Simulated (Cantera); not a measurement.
Feed: 1 mol V, a varied amount of O₂, 50 mol H₂, equilibrated at 1.80e-6 bar.

Method: chemical equilibrium by Gibbs-energy minimisation in Cantera with the NASA 1993 tables (ideal gas, pure condensed phases). Candidate condensed phases: H₂O, V, VO, V₂O₃, V₂O₄, V₂O₅; 12 gas species. Mutual solubility and eutectic melting of coexisting phases are not modelled. VO: taken at fixed stoichiometry. Condensed phases not in the tables: the oxides between V₂O₃ and V₂O₅ other than VO₂, N, O or C dissolved in the metal. Equilibrium is a limit: real reactors are often held back by kinetics, nucleation or transport.

Stable condensed phases, one row left out:

```
T in °C \ n(O₂) in mol
          0.2 0.42 0.64 0.86  1.1  1.3  1.5  1.8    2  2.2  2.4  2.6
   1452     A    B    B    C    C    C    C    C    C    C    C    C
   1352     D    D    B    E    F    F    F    F    F    F    F    F
   1152     D    D    E    F    F    F    F    F    F    F    F    F
   1052     D    D    E    F    F    F    F    F    F    F    F    F
    952     D    D    E    F    F    F    F    F    F    F    F    F
    852     D    D    E    F    F    F    F    F    F    F    F    F
    752     D    D    E    F    F    F    F    F    F    F    F    F
    652     D    D    E    F    F    F    F    F    F    F    F    F
```

A: V; B: VO; C: gas only; D: V + VO; E: VO + V₂O₃; F: V₂O₃.

**Question.** Give the row for 1252 °C.

**Answer.** 0.2: V + VO; 0.42: V + VO; 0.64: VO + V₂O₃; 0.86: V₂O₃; 1.1: V₂O₃; 1.3: V₂O₃; 1.5: V₂O₃; 1.8: V₂O₃; 2: V₂O₃; 2.2: V₂O₃; 2.4: V₂O₃; 2.6: V₂O₃.
